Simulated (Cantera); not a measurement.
# Ignition delay

Mixture: 23.0 % CH₃OH, 15.7 % O₂, 59.0 % N₂, 2.30 % H₂O, equivalence ratio 2.2, at 7350 Torr, adiabatic and at constant volume. Ignition delay is the time to a rise of 400 K.

Computed with Cantera and GRI-Mech 3.0 (53 species, 325 reactions). GRI-Mech 3.0 was tuned for natural gas; its chemistry of methanol as a main component is partial and can be far from experiment.

```tsv
T0 (K)	delay (ms)
1073	13.4
1148	3.00
1223	0.806
1298	0.254
1373	0.0914
1448	0.0372
1523	0.0168
1598	0.00836
1673	0.00450
```

```json
{
 "apparent activation energy between 1523 and 1673 K": "190 kJ/mol"
}
```
